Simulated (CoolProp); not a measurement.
The numbers come from the reference Helmholtz-energy equation of state, Span 2000 in CoolProp.

Task: For nitrogen, give the phase and the Prandtl number at -108.65 °C and 0.765 MPa; -81.75 °C and 0.765 MPa.

Result: 
- -108.65 °C and 0.765 MPa: gas; Prandtl number 0.777
- -81.75 °C and 0.765 MPa: gas; Prandtl number 0.757

Viscosity comes from a separate model (Lemmon 2004). Thermal conductivity comes from a separate model (Lemmon 2004).
